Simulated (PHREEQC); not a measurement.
A column of 1 m (30 cells, dispersivity 0.08 m, 720 s a shift, diffusion coefficient 3e-10 m²/s) holds 0.11 eq of the database's cation exchanger X per kg of pore water, first in equilibrium with 0.03 mol/kgw MgSO4 and 1e-05 mol/kgw HCl. It is flushed with 0.8 mmol/kgw CuCl2, 35 mmol/kgw ZnCl2 and 0.01 mmol/kgw HCl, at 25 °C. Values are for the last cell. No CO2 enters from the air. Precipitation was switched off in this run.

All values are PHREEQC results (ion-association model, phreeqc.dat), not measurements.

| pore volumes | Zn in solution (mol/kgw) | Cu in solution (mol/kgw) | S in solution (mol/kgw) | Cl in solution (mol/kgw) | Mg in solution (mol/kgw) | CuX2 on the exchanger (mol/kgw) | ZnX2 on the exchanger (mol/kgw) |
|---|---|---|---|---|---|---|---|
| 0 | 0 | 0 | 0.0300 | 1.00e-5 | 0.0300 | 0 | 0 |
| 0.2167 | 0 | 0 | 0.0300 | 1.06e-5 | 0.0300 | 0 | 0 |
| 0.6167 | 9.91e-8 | 7.46e-8 | 0.0258 | 0.0102 | 0.0308 | 1.39e-7 | 2.73e-7 |
| 0.8167 | 5.95e-6 | 2.12e-6 | 0.0189 | 0.0264 | 0.0321 | 3.69e-6 | 1.57e-5 |
| 1.017 | 7.71e-5 | 1.56e-5 | 0.0122 | 0.0424 | 0.0333 | 2.52e-5 | 0.000194 |
| 1.417 | 0.00139 | 0.000127 | 0.00410 | 0.0618 | 0.0335 | 0.000185 | 0.00321 |
| 1.617 | 0.00326 | 0.000226 | 0.00223 | 0.0663 | 0.0319 | 0.000315 | 0.00722 |
| 1.817 | 0.00608 | 0.000337 | 0.00119 | 0.0688 | 0.0292 | 0.000450 | 0.0129 |
| 2.017 | 0.00964 | 0.000448 | 0.000622 | 0.0701 | 0.0256 | 0.000570 | 0.0195 |
| 2.417 | 0.0175 | 0.000626 | 0.000166 | 0.0712 | 0.0176 | 0.000726 | 0.0323 |
| 2.617 | 0.0211 | 0.000687 | 8.49e-5 | 0.0714 | 0.0140 | 0.000766 | 0.0374 |
| 2.817 | 0.0242 | 0.000730 | 4.33e-5 | 0.0715 | 0.0109 | 0.000789 | 0.0415 |
| 3.217 | 0.0287 | 0.000779 | 1.12e-5 | 0.0716 | 0.00631 | 0.000805 | (withheld) |
| 3.417 | 0.0303 | 0.000791 | 5.66e-6 | 0.0716 | 0.00474 | 0.000805 | 0.0490 |
| 3.617 | 0.0315 | 0.000798 | 2.86e-6 | 0.0716 | 0.00353 | 0.000803 | (withheld) |
| 4.017 | 0.0331 | 0.000804 | 7.33e-7 | 0.0716 | 0.00194 | 0.000797 | 0.0521 |
| 4.217 | 0.0336 | 0.000805 | 3.70e-7 | 0.0716 | 0.00143 | 0.000794 | 0.0527 |
| 4.417 | 0.0339 | 0.000805 | 1.87e-7 | 0.0716 | 0.00106 | 0.000792 | 0.0531 |
| 4.617 | 0.0342 | 0.000804 | 9.44e-8 | 0.0716 | 0.000778 | 0.000789 | 0.0534 |
| 5.017 | (withheld) | 0.000803 | 2.41e-8 | 0.0716 | 0.000421 | 0.000786 | 0.0538 |
| 5.217 | 0.0347 | 0.000803 | 1.22e-8 | 0.0716 | 0.000309 | 0.000784 | 0.0539 |
| 5.417 | 0.0348 | 0.000802 | 6.14e-9 | 0.0716 | 0.000227 | 0.000783 | 0.0540 |
| 5.817 | 0.0349 | 0.000802 | 1.56e-9 | 0.0716 | 0.000123 | 0.000782 | 0.0541 |
| 6.017 | 0.0349 | 0.000801 | 7.90e-10 | 0.0716 | 9.00e-5 | 0.000781 | 0.0541 |

Question: What belongs in the gaps?

Answer: 
- 3.217, ZnX2 on the exchanger (mol/kgw): 0.0472
- 3.617, ZnX2 on the exchanger (mol/kgw): 0.0504
- 5.017, Zn in solution (mol/kgw): 0.0346
